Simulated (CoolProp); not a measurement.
A single-stage vapour-compression cycle with R407C: evaporating at 221.15 K (dew point), condensing at 263.15 K (bubble point), superheat 5 K, subcooling 5 K, compressor efficiency 0.7, no pressure losses. Each further row changes one setting.

Computed with CoolProp (reference Helmholtz-energy equation of state, Lemmon 2003). It is a pseudo-pure fit of the blend.

```tsv
case	cooling COP	pressure ratio	discharge temperature (K)	refrigerating effect (kJ/kg)	volumetric capacity (kJ/m³)
as stated	2.67	9.03	328.3	205	431
evaporating temperature 226.15 K	3.12	6.82	320.8	208	568
condensing temperature 258.15 K	3.04	7.54	319.6	212	445
subcooling 10 K	2.76	9.03	328.3	212	445
superheat 15 K	2.65	9.03	340.1	213	426
compressor efficiency 0.6	2.29	9.03	342.2	205	431
```
